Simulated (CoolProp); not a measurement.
Vapour pressure (bar) of cyclopentane: the reference equation beside estimates from Tc = 238.6 °C, pc = 45.83 bar, ω = 0.202.

Computed with CoolProp (reference Helmholtz-energy equation of state, Gedanitz 2015).

```
T (°C)  reference  Lee-Kesler  Redlich-Kwong  Soave-Redlich-Kwong
------  ---------  ----------  -------------  -------------------
112.95        ___       5.641          7.319                5.650
116.95      6.105       6.158          7.916                6.170
120.95      6.647       6.709          8.545                6.726
125.05      7.239         ___          9.226                7.334
129.05      7.852       7.933          9.925                7.965
133.05      8.504         ___          10.66                8.635
137.15      9.212         ___          11.45                9.365
141.15      9.945       10.06          12.26                  ___
145.15      10.72       10.84          13.11                  ___
149.25      11.56       11.69          14.02                11.78
```

Q: Fill in the missing entries.

A: 
- 112.95, reference: 5.597
- 125.05, Lee-Kesler: 7.310
- 133.05, Lee-Kesler: 8.595
- 137.15, Lee-Kesler: 9.314
- 141.15, Soave-Redlich-Kwong: 10.12
- 145.15, Soave-Redlich-Kwong: 10.92

Absolute difference from the reference over all 10 rows, mean and median: Lee-Kesler 1.0 and 1.1 %, Redlich-Kwong 25.9 and 25.9 %, Soave-Redlich-Kwong 1.5 and 1.5 %.
